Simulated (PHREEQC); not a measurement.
TMAH is added in steps, without added water, to 1 kg of water holding 0.012 mol CuSO4, 0.00043 mol ZnCl2, 0.018 mol H2SO4 and 0.0017 mol NaCl, at 30 °C. Oxygen is held at 0.21 atm. No CO2 enters from the air. No solid was allowed to form.

Base run: PHREEQC, ion-association model, wateq4f.dat. Each further column changes one thing. The table gives Cu+2 (mol/kgw).

```
TMAH added (mol)      base  NaCl from 0.0017 to 0.00153 mol/kgw  temperature from 30 to 25 °C  solids may form
----------------  --------  -----------------------------------  ----------------------------  ---------------
0                  0.00797                              0.00797                    (withheld)          0.00797
0.01281            0.00748                              0.00747                       0.00748          0.00748
0.02306            0.00706                              0.00705                       0.00709          0.00706
0.03587            0.00654                              0.00653                       0.00660          0.00654
0.04612            0.00141                              0.00141                    (withheld)       (withheld)
0.05894            1.43e-5                              1.43e-5                       2.15e-5       (withheld)
0.06919           9.15e-12                             9.15e-12                      4.61e-12                0
0.082             1.41e-12                             1.41e-12                      6.99e-13                0
```

**Question.** Some entries are withheld; supply them.

**Answer.** 
- 0, temperature from 30 to 25 °C: 0.00794
- 0.04612, temperature from 30 to 25 °C: 0.00157
- 0.04612, solids may form: 0.00233
- 0.05894, solids may form: 2.06e-8

In at least one series the solution becomes supersaturated in solids that the run did not let form, among them Cu(OH)2, Brochantite, Antlerite, Atacamite, Zn(OH)2-e. (CH3)4N+ isn't in the database: it is added as a free cation with an ion size of 4 Å. The database's constant for dissolved Cu(OH)2 is higher than later reviews accept. Solids allowed in the column 'solids may form': Cu(OH)2, Brochantite, Antlerite, Atacamite, Zn(OH)2-e, Zn4(OH)6SO4, Zn5(OH)8Cl2, Halite, Mirabilite, Chalcanthite, Goslarite.
